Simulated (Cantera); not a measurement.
Charge: 1 mol SiC, 2.4 mol N₂O, 2.4 mol H₂, equilibrated at 270 Pa.

Method: chemical equilibrium by Gibbs-energy minimisation in Cantera with the NASA 1993 tables (ideal gas, pure condensed phases). Candidate condensed phases: C, C₆H₆, C₇H₈, C₈H₁₈, H₂O, Si, SiC, SiO₂, Si₂N₂O, Si₃N₄; 151 gas species. The tables hold silica as quartz up to 1696 K and as liquid above; real silica turns to tridymite and cristobalite and melts near 1996 K. Equilibrium is a limit: real reactors are often held back by kinetics, nucleation or transport.

Question: Which condensed phases are stable at each of these points (T (K)): 1625, 1650, 1675, 1700, 1725, 1750, 1775?

Answer: 
```
T (K)  condensed phases  Si condensed (%)
-----  ----------------  ----------------
1625     SiO₂(β-quartz)              39.9
1650     SiO₂(β-quartz)              39.9
1675     SiO₂(β-quartz)              39.8
1700    SiO₂(condensed)              39.7
1725    SiO₂(condensed)              39.5
1750    SiO₂(condensed)              39.2
1775    SiO₂(condensed)              38.6
```

From 1625 K to 1675 K the condensed part is SiO₂(β-quartz). From 1700 K to 1775 K the condensed part is SiO₂(condensed).
